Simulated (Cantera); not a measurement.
Charge: 1 mol PbO, 0.23 mol O2, 98 mol H2, at 473.15 K and 5.20 bar.

Cantera equilibrium calculation (NASA polynomials, part measured and part estimated; ideal gas, pure solids and liquids). Candidate condensed phases: H2O, Pb, PbO, PbO2, Pb3O4; 12 gas species. Equilibrium is a limit: real reactors are often held back by kinetics, nucleation or transport.

Task: What is the equilibrium state?

Result: 
```
Quantity                                Result
-----------------------------------  ---------
x(H2)                                    0.985
x(H2O)                                  0.0149
n(Pb(s))                              1.00 mol
gas amount                           98.00 mol
log10 activity of PbO2(s) (absent)      -32.31
log10 activity of Pb3O4(s) (absent)     -45.65
```
